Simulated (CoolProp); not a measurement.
Model: reference Helmholtz-energy equation of state, Bücker 2006, in CoolProp.

**Question.** For ethane, give the phase and the Z, cp (kJ/(kg K)), viscosity (µPa s), Prandtl number at 89.35 °C and 5.19 MPa; 135.35 °C and 5.19 MPa; 250.45 °C and 5.19 MPa.

**Answer.** 
- 89.35 °C and 5.19 MPa: supercritical; Z 0.769, cp 2.68, viscosity 13.4, Prandtl number 1.01
- 135.35 °C and 5.19 MPa: supercritical; Z 0.859, cp 2.56, viscosity 14.2, Prandtl number 0.882
- 250.45 °C and 5.19 MPa: supercritical; Z 0.952, cp 2.83, viscosity 16.6, Prandtl number 0.777

Viscosity comes from a separate model (Friend 1991). Thermal conductivity comes from a separate model (Friend 1991).
